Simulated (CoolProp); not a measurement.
Vapour-liquid equilibrium of CH2F2 (R32) (1) + 1-butene (2) at 296 K; x and y are mole fractions of (1).

The numbers come from the multi-fluid Helmholtz-energy mixture model, Tillner-Roth 1997 and Lemmon 2005; pair parameters Bell 2016 in CoolProp.

Problem. Give the bubble pressure and the first vapour's composition at x = 0.05, 0.2, 0.35. Is there an azeotrope?

Solution. x = 0.05: 6.120 bar, y = 0.529; x = 0.2: 12.31 bar, y = 0.760; x = 0.35: 14.64 bar, y = 0.801. y crosses x between x = 0.875 and 0.95: the model has an azeotrope there.

The pair parameters rest on a limited set of measurements; away from them the model extrapolates. With so large a gap from Raoult's law the liquid may split in two, which this calculation doesn't test in full.
